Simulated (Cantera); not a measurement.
Charge: 1 mol AlCl₃, 4.1 mol O₂, 490 mol N₂, at 0.600 bar.

Equilibrium computed with Cantera from the NASA thermochemical tables; the gas is ideal and each condensed phase is pure. Candidate condensed phases: Al, AlCl₃, AlN, Al₂O₃; 24 gas species. Equilibrium is a limit: real reactors are often held back by kinetics, nucleation or transport.

x: gas mole fraction; n: condensed amount in mol.

```csv
T (°C),x N₂,x O₂,x Cl,x Cl₂,x NO,n Al₂O₃(s)
1127,0.989,0.00669,0.00171,0.00217,?,0.500
1177,0.989,0.00667,0.00230,0.00187,?,0.500
1227,0.989,0.00664,0.00296,0.00154,?,0.500
1277,0.988,0.00660,0.00363,0.00121,?,0.500
1327,0.988,0.00656,0.00425,0.000896,?,0.500
1377,0.988,0.00652,0.00477,0.000635,?,0.500
1427,0.987,0.00646,0.00517,0.000434,?,0.500
1477,0.987,0.00640,0.00545,0.000290,?,0.500
1527,0.987,0.00634,0.00565,0.000192,?,0.500
1577,0.987,0.00626,0.00578,0.000127,?,0.500
1627,0.987,0.00618,0.00587,8.48e-5,?,0.500
1677,0.987,0.00609,0.00592,5.72e-5,?,0.500
```

Task: Fill in the missing entries.

Result: 
- 1127, x NO: 0.000145
- 1177, x NO: 0.000190
- 1227, x NO: 0.000244
- 1277, x NO: 0.000308
- 1327, x NO: 0.000383
- 1377, x NO: 0.000470
- 1427, x NO: 0.000570
- 1477, x NO: 0.000682
- 1527, x NO: 0.000808
- 1577, x NO: 0.000948
- 1627, x NO: 0.00110
- 1677, x NO: 0.00127
